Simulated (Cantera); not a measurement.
A perfectly stirred reactor is fed with 60.0 % H₂, 40.0 % O₂, equivalence ratio 0.75, at 2670 Pa; it is held at 998 K, and followed from long to short residence time.

Computed with Cantera and GRI-Mech 3.0 (53 species, 325 reactions). Radical loss at walls, strong at low pressure, is not modelled. The temperature is held fixed by assumption; the heat of reaction is taken as removed at once.

x: mole fraction; the columns are a selection and need not sum to one.

| τ (s) | x H₂ | x O₂ | x OH | x HO₂ | x O | x H | x H₂O |
|---|---|---|---|---|---|---|---|
| 12 | 0.000952 | 0.143 | 0.000273 | [?] | 7.11e-5 | 4.66e-5 | 0.856 |
| 4.4 | 0.00183 | 0.143 | 0.000387 | [?] | 0.000143 | 0.000127 | 0.854 |
| 1.6 | 0.00347 | 0.144 | 0.000555 | [?] | 0.000286 | 0.000347 | 0.851 |
| 0.55 | 0.00669 | 0.145 | 0.000820 | [?] | 0.000579 | 0.000996 | 0.846 |
| 0.19 | 0.0126 | 0.148 | 0.00122 | 2.24e-5 | 0.00114 | 0.00281 | 0.835 |
| 0.069 | 0.0226 | 0.152 | 0.00178 | 2.39e-5 | 0.00213 | 0.00737 | 0.814 |
| 0.024 | 0.0405 | 0.160 | 0.00261 | 2.49e-5 | 0.00399 | 0.0193 | 0.774 |
| 0.0086 | 0.0689 | 0.174 | 0.00367 | 2.54e-5 | 0.00711 | 0.0451 | 0.701 |
| 0.0030 | 0.113 | 0.197 | 0.00490 | 2.48e-5 | 0.0120 | 0.0938 | 0.579 |
| 0.0011 | 0.176 | 0.228 | 0.00580 | [?] | 0.0171 | 0.149 | 0.424 |
| 0.00038 | 0.293 | 0.279 | 0.00552 | [?] | 0.0172 | 0.156 | 0.249 |

### Question
Complete the blanks.

### Answer

- 12, x HO₂: 1.01e-5
- 4.4, x HO₂: 1.38e-5
- 1.6, x HO₂: 1.72e-5
- 0.55, x HO₂: 2.02e-5
- 0.0011, x HO₂: 2.25e-5
- 0.00038, x HO₂: 1.87e-5
